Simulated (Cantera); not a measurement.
# Iron carbonyl, mercury and lead vapours: Pb + N2

Input: 1 mol Pb, 1.8 mol N2, held at 2.30 mbar.

These are equilibrium values from Cantera (NASA tables, ideal gas, pure condensed phases), not measurements of a reactor. Candidate condensed phases: Pb; 4 gas species. The numbers say what is thermodynamically allowed, not how fast it happens.

```csv
T (K),x N2,x Pb,x Pb2,n Pb(l)
650,1.00,4.07e-8,<1e-12,1.00
750,1.000,4.12e-6,<1e-12,1.000
850,1.000,0.000138,3.06e-11,1.000
950,0.998,0.00219,3.13e-9,0.996
1050,0.980,0.0202,1.30e-7,0.963
1150,0.874,0.126,2.75e-6,0.741
1250,0.643,0.357,1.33e-5,0
1350,0.643,0.357,8.64e-6,0
1450,0.643,0.357,5.93e-6,0
1550,0.643,0.357,4.27e-6,0
```
x: gas mole fraction; n: condensed amount in mol.

From 650 K to 1150 K the condensed part is Pb(l). From 1250 K to 1550 K nothing is condensed. The main Pb-bearing gas is Pb throughout.
